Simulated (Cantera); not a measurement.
Input: 1 mol Fe(CO)5, 0.13 mol H2, at 1375 K and 0.00730 bar.

Method: chemical equilibrium by Gibbs-energy minimisation in Cantera with the NASA 1993 tables (ideal gas, pure condensed phases). Candidate condensed phases: C, C6H6, C7H8, C8H18, Fe, Fe(CO)5, FeO, Fe(OH)2, Fe(OH)3, Fe2O3, Fe3O4, H2O; 114 gas species. Equilibrium is a limit: real reactors are often held back by kinetics, nucleation or transport.

Base state: CO 0.975, H2 0.0253, CO2 1.54e-5 (mole fractions); condensed: Fe(γ).

Task: What changes in the equilibrium state with this change: temperature from 1375 K to 975 K?

Result: 
| species | before | after |
|---|---|---|
| CO | 0.975 | 0.968 |
| H2 | 0.0253 | 0.0254 |
| CO2 | 1.54e-5 | 0.00657 |
| H2O | 8.29e-7 | 0.000108 |
| Fe(γ), mol | 1.000 | 0 |
| C(graphite), mol | 0 | 0.0340 |
| Fe(α), mol | 0 | 1.00 |
Condensed phases not in the tables: cementite and carbon dissolved in iron.
